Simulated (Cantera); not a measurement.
Input (Python, Cantera) and output of one run.

```python
import numpy as np
import cantera as ct

gas_names = """
    O2 SiO CrO3 B2O2
""".split()
cond_names = """
    Si(cr) Si(L) Li(cr) Li(L) Li2O(s) Li2O(L) Cr(cr) Cr(L) B(b) B(L)
""".split()


# ... load() reads the species with a 1 bar reference pressure and builds the phases ...
species = {s.name: s for s in load("nasa_gas.yaml", gas_names) + load("nasa_condensed.yaml", cond_names)}
# Each term lists the table entries of one substance; the one whose range holds T is used.
reactions = {
    '2 Si + O2(g) = 2 SiO(g)':
        [(-2, ['Si(cr)', 'Si(L)']), (-1, ['O2']), (2, ['SiO'])],
    '4 Li + O2(g) = 2 Li2O':
        [(-4, ['Li(cr)', 'Li(L)']), (-1, ['O2']), (2, ['Li2O(s)', 'Li2O(L)'])],
    '0.6667 Cr + O2(g) = 0.6667 CrO3(g)':
        [(-0.6666666666666666, ['Cr(cr)', 'Cr(L)']), (-1, ['O2']), (0.6666666666666666, ['CrO3'])],
    '2 B + O2(g) = B2O2(g)':
        [(-2, ['B(b)', 'B(L)']), (-1, ['O2']), (1, ['B2O2'])],
}


def pick(names, T):
    return next(species[n] for n in names if species[n].thermo.min_temp <= T <= species[n].thermo.max_temp)


results = []
for label, terms in reactions.items():
    print(label)
    print("     T/K   dH/kJ  dS/(J/K)   dG/kJ   log10 K")
    for T in [998, 1148, 1298, 1448, 1598]:
        used = [(nu, pick(names, T)) for nu, names in terms]
        dH = sum(nu * s.thermo.h(T) for nu, s in used) / 1e6
        dS = sum(nu * s.thermo.s(T) for nu, s in used) / 1e3
        dG = dH - T * dS / 1e3
        logK = -dG * 1e6 / (ct.gas_constant * T * np.log(10))
        results.append((label, T, dH, dS, dG, logK, [s.name for _, s in used]))
        print(f"{T:8g} {dH:8.1f} {dS:8.1f} {dG:8.1f} {logK:8.2f}")
```

It prints:

```
2 Si + O2(g) = 2 SiO(g)
     T/K   dH/kJ  dS/(J/K)   dG/kJ   log10 K
     998   -210.8    163.9   -374.4    19.59
    1148   -213.4    161.5   -398.8    18.15
    1298   -216.1    159.3   -422.9    17.02
    1448   -218.9    157.2   -446.6    16.11
    1598   -221.9    155.3   -470.0    15.36
4 Li + O2(g) = 2 Li2O
     T/K   dH/kJ  dS/(J/K)   dG/kJ   log10 K
     998  -1208.8   -276.3   -933.1    48.84
    1148  -1204.2   -272.8   -891.0    40.54
    1298  -1199.4   -268.8   -850.4    34.22
    1448  -1193.9   -264.8   -810.4    29.23
    1598  -1188.0   -261.0   -771.0    25.20
0.6667 Cr + O2(g) = 0.6667 CrO3(g)
     T/K   dH/kJ  dS/(J/K)   dG/kJ   log10 K
     998   -197.4    -47.6   -149.9     7.84
    1148   -198.1    -48.2   -142.7     6.49
    1298   -199.0    -49.0   -135.4     5.45
    1448   -200.2    -49.9   -128.0     4.62
    1598   -201.7    -50.9   -120.4     3.94
2 B + O2(g) = B2O2(g)
     T/K   dH/kJ  dS/(J/K)   dG/kJ   log10 K
     998   -458.3     23.4   -481.7    25.21
    1148   -459.4     22.4   -485.1    22.07
    1298   -460.6     21.4   -488.4    19.65
    1448   -461.9     20.4   -491.5    17.73
    1598   -463.4     19.5   -494.5    16.16
```

Standard-state values (1 bar) from the NASA 1993 polynomials, evaluated with Cantera. Condensed species are held in their standard states even where they would react or evaporate.
